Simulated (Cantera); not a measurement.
Mixture: CH3OH : O2 : N2 = 1 : 0.682 : 3.75 (molar parts), equivalence ratio 2.2, at 101000 Pa, adiabatic and at constant volume. Ignition delay is the time to a rise of 400 K.

Detailed kinetics in Cantera: GRI-Mech 3.0 (53 species, 325 reactions). GRI-Mech 3.0 was tuned for natural gas; its chemistry of methanol as a main component is partial and can be far from experiment.

What does this change do: N2 3.75 to 7 parts?


```csv
quantity,before,after
delay at 1323 K,1.33 ms,1.59 ms
delay at 1523 K,0.140 ms,0.179 ms
delay at 1723 K,28.6 µs,40.8 µs
delay at 1923 K,8.95 µs,15.3 µs
delay at 2123 K,3.79 µs,7.86 µs
apparent activation energy between 1923 and 2123 K,150 kJ/mol,110 kJ/mol
```

What does this change do: N2 3.75 to 2.2 parts?


```json
[
 {"quantity": "delay at 1323 K", "before": "1.33 ms", "after": "1.18 ms"},
 {"quantity": "delay at 1523 K", "before": "0.140 ms", "after": "0.120 ms"},
 {"quantity": "delay at 1723 K", "before": "28.6 µs", "after": "23.3 µs"},
 {"quantity": "delay at 1923 K", "before": "8.95 µs", "after": "6.98 µs"},
 {"quantity": "delay at 2123 K", "before": "3.79 µs", "after": "2.83 µs"},
 {"quantity": "apparent activation energy between 1923 and 2123 K", "before": "150 kJ/mol", "after": "150 kJ/mol"}
]
```
